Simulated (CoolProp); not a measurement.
A single-stage vapour-compression cycle with R22: evaporating at 292.15 K (dew point), condensing at 357.15 K (bubble point), superheat 8 K, subcooling 2 K, compressor efficiency 0.7, no pressure losses. Each further row changes one setting.

Model: reference Helmholtz-energy equation of state, Kamei 1995, in CoolProp.

```
case                              cooling COP  pressure ratio  discharge temperature (K)  refrigerating effect (kJ/kg)  volumetric capacity (kJ/m³)
--------------------------------  -----------  --------------  -------------------------  ----------------------------  ---------------------------
as stated                                   ?            4.48                      405.1                           104                         3730
evaporating temperature 297.15 K         2.10            3.90                          ?                             ?                         4340
condensing temperature 352.15 K          2.17            4.06                      397.7                             ?                         4050
subcooling 7 K                           2.04            4.48                      405.1                           114                            ?
superheat 18 K                           1.89            4.48                      416.3                           112                         3800
compressor efficiency 0.6                1.60            4.48                      414.3                           104                         3730
```

Task: Some entries are withheld; supply them.

Result: 
- as stated, cooling COP: 1.86
- evaporating temperature 297.15 K, discharge temperature (K): 401.3
- evaporating temperature 297.15 K, refrigerating effect (kJ/kg): 106
- condensing temperature 352.15 K, refrigerating effect (kJ/kg): 113
- subcooling 7 K, volumetric capacity (kJ/m³): 4080
